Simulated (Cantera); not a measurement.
Input (Python, Cantera):

```python
import numpy as np
import cantera as ct

gas = ct.Solution("gri30.yaml")
gas.TPX = 1075, 100000, {'N2O': 1, 'H2O': 0.0014}
reactor = ct.IdealGasConstPressureReactor(gas, energy="off", clone=False)
net = ct.ReactorNet([reactor])
net.rtol, net.atol = 1e-08, 1e-18
show = ['N2O', 'H2O', 'O2', 'OH', 'NO', 'O', 'NO2']
times = np.geomspace(6e-05, 90, 15)

steps = ct.SolutionArray(gas, extra=["t"])
rows = []
print(f"{'t/s':>10s}{'T/K':>9s}{'P/Pa':>11s}" + "".join(f"{s:>11s}" for s in show))
for t in times:
    while net.time < t:
        t_next = net.step()
        steps.append(gas.state, t=t_next)
    rows.append([np.interp(t, steps.t, y) for y in (steps.T, steps.P, *steps(*show).X.T)])
    print(f"{t:10.3e}{rows[-1][0]:9.1f}{rows[-1][1]:11.4g}" + "".join(f"{x:11.3e}" for x in rows[-1][2:]))
rate = np.gradient(steps.T, steps.t)
print("integrator steps:", len(steps.t))
if steps.T.max() > steps.T[0] + 200:
    print(f"time of steepest temperature rise: {steps.t[rate.argmax()]:.4e} s")
gas.TPX = 1075, 100000, {'N2O': 1, 'H2O': 0.0014}
gas.equilibrate("TP")
print(f"equilibrium (TP): T = {gas.T:.1f} K  " + "  ".join(f"{s} {gas[s].X[0]:.3e}" for s in show))
```

Output:

```
       t/s      T/K       P/Pa        N2O        H2O         O2         OH         NO          O        NO2
 6.000e-05   1075.0      1e+05  9.986e-01  1.398e-03  9.735e-07  1.810e-09  1.250e-07  1.937e-07  4.384e-13
 1.657e-04   1075.0      1e+05  9.986e-01  1.398e-03  3.008e-06  5.269e-09  3.863e-07  1.941e-07  4.386e-12
 4.576e-04   1075.0      1e+05  9.986e-01  1.398e-03  8.629e-06  1.291e-08  1.108e-06  1.941e-07  4.798e-11
 1.264e-03   1075.0      1e+05  9.985e-01  1.398e-03  2.415e-05  2.512e-08  3.100e-06  1.940e-07  9.300e-10
 3.489e-03   1075.0      1e+05  9.984e-01  1.398e-03  6.700e-05  4.424e-08  8.578e-06  1.940e-07  2.428e-08
 9.636e-03   1075.0      1e+05  9.980e-01  1.398e-03  1.853e-04  1.305e-07  2.332e-05  1.939e-07  4.590e-07
 2.661e-02   1075.0      1e+05  9.970e-01  1.397e-03  5.119e-04  3.209e-07  6.107e-05  1.934e-07  4.537e-06
 7.348e-02   1075.0      1e+05  9.941e-01  1.396e-03  1.411e-03  4.725e-07  1.592e-04  1.919e-07  2.105e-05
 2.029e-01   1075.0      1e+05  9.862e-01  1.392e-03  3.877e-03  6.192e-07  4.317e-04  1.883e-07  5.823e-05
 5.604e-01   1075.0      1e+05  9.649e-01  1.382e-03  1.054e-02  7.455e-07  1.207e-03  1.835e-07  1.022e-04
 1.548e+00   1075.0      1e+05  9.099e-01  1.356e-03  2.783e-02  8.139e-07  3.247e-03  1.769e-07  1.428e-04
 4.274e+00   1075.0      1e+05  7.809e-01  1.296e-03  6.847e-02  8.044e-07  7.908e-03  1.632e-07  2.039e-04
 1.180e+01   1075.0      1e+05  5.397e-01  1.184e-03  1.448e-01  7.094e-07  1.596e-02  1.334e-07  2.994e-04
 3.259e+01   1075.0      1e+05  2.435e-01  1.046e-03  2.396e-01  5.255e-07  2.380e-02  8.158e-08  3.874e-04
 9.000e+01   1075.0      1e+05  5.031e-02  9.560e-04  3.028e-01  2.748e-07  2.612e-02  2.423e-08  4.186e-04
integrator steps: 1336
equilibrium (TP): T = 1075.0 K  N2O 5.529e-09  H2O 9.324e-04  O2 3.330e-01  OH 4.888e-08  NO 7.843e-05  O 7.618e-10  NO2 3.259e-06
```

Computed with Cantera and GRI-Mech 3.0 (53 species, 325 reactions). GRI-Mech 3.0 was tuned for natural gas; its chemistry of N2O as a main component is partial and can be far from experiment. The mechanism lacks the step 2 NO + O2 → 2 NO2, which can matter for NO2 below about 1400 K. The temperature is held fixed by assumption; the heat of reaction is taken as removed at once.
